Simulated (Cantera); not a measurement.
Premixed flame

A freely propagating, adiabatic, planar premixed flame of CH4 : O2 : N2 : CO2 = 1 : 2.38 : 8.95 : 1.1 (molar parts), equivalence ratio 0.84, unburnt at 500 K and 0.132 atm; mixture-averaged transport, grid criteria slope 0.08 and curve 0.16, no radiation.

Cantera simulation using GRI-Mech 3.0 (53 species, 325 reactions); the numbers are that mechanism's predictions, not measurements. Burning velocities carry a grid error of a few per cent, more on coarse grids.

```
z (mm)  T (K)  u (m/s)     x CH4    x O2   x CO2    x CH2O    x C2H       x O
------  -----  -------  --------  ------  ------  --------  -------  --------
-8.51     500    0.811    0.0744   0.177  0.0819   5.80e-8    <1e-8     <1e-8
-5.67     501    0.813    0.0742   0.177  0.0818   8.93e-7    <1e-8     <1e-8
-4.26     504    0.820    0.0739   0.176  0.0817   5.24e-6    <1e-8   1.39e-8
-2.84     539    0.880    0.0713   0.174  0.0814   4.87e-5    <1e-8   2.87e-7
-1.42     820     1.35    0.0532   0.150  0.0827  0.000306    <1e-8   1.37e-5
-0.709   1153     1.92    0.0304   0.118  0.0870  0.000655    <1e-8  0.000128
0        1482     2.49   0.00776  0.0779  0.0958  0.000546  1.15e-8   0.00108
0.709    1608     2.70  0.000661  0.0553   0.106   8.24e-5    <1e-8   0.00370
1.42     1636     2.74   3.11e-5  0.0478   0.114   4.29e-6    <1e-8   0.00512
2.84     1663     2.78   1.04e-7  0.0438   0.122   1.51e-8    <1e-8   0.00546
5.67     1701     2.83     <1e-8  0.0418   0.127     <1e-8    <1e-8   0.00505
11.3     1751     2.90     <1e-8  0.0400   0.130     <1e-8    <1e-8   0.00418
22.7     1812     2.99     <1e-8  0.0379   0.134     <1e-8    <1e-8   0.00311
```
x: mole fraction of selected species; z is measured from the peak of heat release.

```
Quantity                      Value
------------------------  ---------
laminar burning velocity  81.0 cm/s
thermal thickness           2.84 mm
peak x(CH2O)               0.000727
peak x(C2H)                 1.56e-8
peak x(O)                   0.00547
grid points                     151
```
